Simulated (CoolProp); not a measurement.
Water along the isobar 105 bar: Z from the reference equation and from simpler models built on Tc = 647.1 K, pc = 220.6 bar, ω = 0.344; each cubic takes its own stable root.

The numbers come from the reference Helmholtz-energy equation of state, Wagner 2002 in CoolProp.

| T (K) | phase | reference | Redlich-Kwong | Soave-Redlich-Kwong |
|---|---|---|---|---|
| 552.5 | liquid | 0.05432 | 0.08334 | 0.07769 |
| 570.4 | liquid | 0.05521 | 0.08640 | 0.08008 |
| 606.1 | gas | 0.7237 | 0.7649 | 0.7517 |
| 624 | gas | 0.7675 | 0.7896 | 0.7833 |
| 641.9 | gas | 0.8003 | 0.8104 | 0.8092 |
| 659.8 | gas | 0.8262 | 0.8283 | 0.8310 |
| 677.6 | gas | 0.8471 | 0.8436 | 0.8495 |
| 695.5 | gas | 0.8646 | 0.8572 | 0.8656 |
| 713.4 | gas | 0.8793 | 0.8691 | 0.8797 |
| 731.3 | gas | 0.8919 | 0.8797 | 0.8921 |
| 749.1 | gas | 0.9028 | 0.8892 | 0.9030 |
| 767 | gas | 0.9123 | 0.8977 | 0.9127 |
| 784.9 | gas | 0.9206 | 0.9054 | 0.9215 |
| 802.8 | gas | 0.9279 | 0.9123 | 0.9293 |
| 820.6 | gas | 0.9344 | 0.9186 | 0.9363 |
